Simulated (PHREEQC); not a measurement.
A PHREEQC speciation (ion-association model, wateq4f.dat) at 25 °C gives pH 6.32 and these molalities:

```
species      mol/kgw
----------  --------
Cd+2         0.00574
SO4-2        0.00556
CdSO4        0.00288
Cd(SO4)2-2  0.000179
```

What are the element totals, and what could have been dissolved in 1 kg of water to give them?

One answer among several that fit: totals Cd 0.00880, S(6) 0.00880 mol/kgw, from 0.0088 mol/kgw CdSO4.

This is a speciation only: nothing precipitates in the calculation. Species that the database lacks are ignored.
